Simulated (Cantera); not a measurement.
**Fluorocarbon and chlorocarbon gases: CH₃Cl**

A closed system holds: 1 mol CH₃Cl, equilibrated at 1.30 Pa.

Equilibrium computed with Cantera from the NASA thermochemical tables; the gas is ideal and each condensed phase is pure. Candidate condensed phases: C, C₆H₆, C₇H₈, C₈H₁₈; 91 gas species. The numbers say what is thermodynamically allowed, not how fast it happens.

```tsv
T (°C)	x H₂	x HCl	x H	x Cl	x C₂H₂ (acetylene)	x C₂H	x C	n C(graphite)
1127	0.499	0.499	0.000953	0.000784	1.26e-6	2.33e-12	<1e-12	1.000
1227	0.498	0.496	0.00345	0.00276	4.50e-6	5.86e-11	1.32e-12	1.000
1327	0.494	0.487	0.0106	0.00826	1.36e-5	9.80e-10	4.84e-11	1.000
1427	0.484	0.466	0.0284	0.0213	3.55e-5	1.17e-8	1.16e-9	1.000
1527	0.461	0.424	0.0674	0.0474	8.09e-5	1.04e-7	1.94e-8	1.000
1627	0.416	0.351	0.142	0.0905	0.000159	7.09e-7	2.42e-7	0.999
1727	0.339	0.252	0.263	0.146	0.000261	3.78e-6	2.34e-6	0.999
```
x: gas mole fraction; n: condensed amount in mol.

From 1127 °C to 1727 °C the condensed part is C(graphite). The main C-bearing gas is C₂H₂ (acetylene) throughout.
